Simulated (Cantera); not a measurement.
A closed system holds: 1 mol C2H5OH, 0.4 mol H2O, held at 2525 K and 750 Torr.

Method: chemical equilibrium by Gibbs-energy minimisation in Cantera with the NASA 1993 tables (ideal gas, pure condensed phases). Candidate condensed phases: C, C6H6, C7H8, C8H18, H2O; 110 gas species. Rates play no part.

Base state: H2 0.680, CO 0.288, H 0.0231, C2H2 (acetylene) 0.00817, CH4 6.67e-5, C4H2 4.05e-5, CH3 4.05e-5, C2H 2.10e-5 (mole fractions); condensed: C(graphite).

Problem. What changes in the equilibrium state with this change: temperature from 2525 K to 973.15 K?

Solution. 
| species | before | after |
|---|---|---|
| H2 | 0.680 | 0.643 |
| CO | 0.288 | 0.191 |
| H2O | 4.48e-6 | 0.0762 |
| CH4 | 6.67e-5 | 0.0531 |
| H | 0.0231 | <1e-9 |
| CO2 | 3.03e-7 | 0.0364 |
| C2H2 (acetylene) | 0.00817 | <1e-9 |
| C4H2 | 4.05e-5 | <1e-9 |
| CH3 | 4.05e-5 | 1.22e-9 |
| C(graphite), mol | 0.519 | 0.845 |

Problem. What changes in the equilibrium state with this change: temperature from 2525 K to 1400 K?

Solution. 
```
species            before     after
----------------  -------  --------
H2                  0.680     0.705
CO                  0.288     0.292
CH4               6.67e-5   0.00215
H                  0.0231   4.09e-6
C2H2 (acetylene)  0.00817   1.78e-6
C4H2              4.05e-5     <1e-9
C2H               2.10e-5     <1e-9
CO2               3.03e-7  0.000146
H2O               4.48e-6  0.000766
C(graphite), mol    0.519     0.594
```

Problem. What changes in the equilibrium state with this change: pressure from 750 Torr to 5.55 Torr?

Solution. 
```json
[
 {"species": "H2", "before": "0.680", "after": "0.504"},
 {"species": "CO", "before": "0.288", "after": "0.258"},
 {"species": "H", "before": "0.0231", "after": "0.231"},
 {"species": "CH4", "before": "6.67e-5", "after": "2.71e-7"},
 {"species": "C", "before": "2.34e-7", "after": "3.16e-5"},
 {"species": "C3", "before": "7.30e-7", "after": "9.87e-5"},
 {"species": "CH3", "before": "4.05e-5", "after": "2.23e-6"},
 {"species": "C(graphite), mol", "before": "0.519", "after": "0.529"}
]
```
